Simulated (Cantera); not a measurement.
Boron, boron nitride and boron oxide: B + NH3 + H2

A closed system holds: 1 mol B, a varied amount of NH3, 13 mol H2, held at 0.173 Torr.

These are equilibrium values from Cantera (NASA tables, ideal gas, pure condensed phases), not measurements of a reactor. Candidate condensed phases: B, BN; 15 gas species. Mutual solubility and eutectic melting of coexisting phases are not modelled. The numbers say what is thermodynamically allowed, not how fast it happens.

Question: Map the stable condensed phases over T = 750, 850, 950, 1050, 1150, 1250, 1350, 1450, 1550, 1650, 1750, 1850, 1950, 2050 K and n(NH3) in mol = 0.86, 1.1, 1.4, 1.6, 1.8, 2.1, 2.3, 2.6, 2.8, 3.1, 3.3, 3.6.

Answer: 
```
T in K \ n(NH3) in mol
         0.86  1.1  1.4  1.6  1.8  2.1  2.3  2.6  2.8  3.1  3.3  3.6
   2050     A    A    A    A    A    A    A    A    A    A    A    A
   1950     A    A    A    A    A    A    A    A    A    A    A    A
   1850     A    A    A    B    B    B    B    B    C    C    C    C
   1750     B    B    C    C    C    C    C    C    C    C    C    C
   1650     B    C    C    C    C    C    C    C    C    C    C    C
   1550     B    C    C    C    C    C    C    C    C    C    C    C
   1450     B    C    C    C    C    C    C    C    C    C    C    C
   1350     B    C    C    C    C    C    C    C    C    C    C    C
   1250     B    C    C    C    C    C    C    C    C    C    C    C
   1150     B    C    C    C    C    C    C    C    C    C    C    C
   1050     B    C    C    C    C    C    C    C    C    C    C    C
    950     B    C    C    C    C    C    C    C    C    C    C    C
    850     B    C    C    C    C    C    C    C    C    C    C    C
    750     B    C    C    C    C    C    C    C    C    C    C    C
```
A: B; B: B + BN; C: BN.
